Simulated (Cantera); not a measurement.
A closed system holds: 1 mol FeS, 0.75 mol H2S, 1.3 mol CO2, equilibrated at 1498.15 K and 1280 Torr.

These are equilibrium values from Cantera (NASA tables, ideal gas, pure condensed phases), not measurements of a reactor. Candidate condensed phases: C, C6H6, C7H8, C8H18, Fe, Fe(CO)5, FeO, Fe(OH)2, Fe(OH)3, FeS, FeSO4, FeS2, Fe2O3, Fe2(SO4)3, Fe3O4, H2O, H2SO4, S; 127 gas species. FeS: taken at fixed stoichiometry. Rates play no part.

### Question
What is the equilibrium state?

### Answer
```
Property                                   Result
--------------------------------------  ---------
x(CO2)                                      0.338
x(CO)                                       0.208
x(H2O)                                      0.198
x(S2)                                       0.111
x(H2S)                                     0.0751
x(H2)                                      0.0472
x(COS)                                     0.0110
x(SO2)                                    0.00951
x(SH)                                     0.00116
n(FeS(l))                               1.000 mol
gas amount                              2.336 mol
log10 activity of S(l) (absent)             -1.57
log10 activity of Fe(γ) (absent)            -2.03
log10 activity of C(graphite) (absent)      -3.83
```
